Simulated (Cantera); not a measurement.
A closed system holds: 1 mol Si(CH₃)₄, 0.025 mol C₂H₂, 1400 mol H₂, at 0.120 bar.

Method: chemical equilibrium by Gibbs-energy minimisation in Cantera with the NASA 1993 tables (ideal gas, pure condensed phases). Candidate condensed phases: C, C₆H₆, C₇H₈, C₈H₁₈, Si, SiC; 87 gas species. Kinetics and transport are ignored. All values below are at 1525 °C.

Base state: H₂ 0.999, H 0.00102, C₂H₂ (acetylene) 0.000172, CH₄ 9.27e-5 (mole fractions); condensed: C(graphite) + SiC(s).

Problem. What changes in the equilibrium state with this change: pressure from 0.120 bar to 15.0 mbar?

Solution. 
```json
[
 {"species": "H₂", "before": "0.999", "after": "0.997"},
 {"species": "H", "before": "0.00102", "after": "0.00287"},
 {"species": "C₂H₂ (acetylene)", "before": "0.000172", "after": "0.000172"},
 {"species": "CH₄", "before": "9.27e-5", "after": "1.15e-5"},
 {"species": "C(graphite), mol", "before": "2.43", "after": "2.56"},
 {"species": "SiC(s), mol", "before": "0.998", "after": "0.991"}
]
```

Problem. What changes in the equilibrium state with this change: Si(CH₃)₄ replaced by SiCl₄?

Solution. 
| species | before | after |
|---|---|---|
| H₂ | 0.999 | 0.996 |
| HCl | 0 | 0.00280 |
| H | 0.00102 | 0.00101 |
| C₂H₂ (acetylene) | 0.000172 | 9.79e-8 |
| SiH₂ | 7.03e-7 | 2.94e-5 |
| SiCl₂ | 0 | 2.44e-5 |
| CH₄ | 9.27e-5 | 2.20e-6 |
| Si | 6.13e-7 | 2.57e-5 |
| C(graphite), mol | 2.43 | 0 |
| SiC(s), mol | 0.998 | 0.0462 |
| Si(l), mol | 0 | 0.823 |
Mutual solubility and eutectic melting of coexisting phases are not modelled. Gases not in the tables: Si₂H₆ and higher silanes.
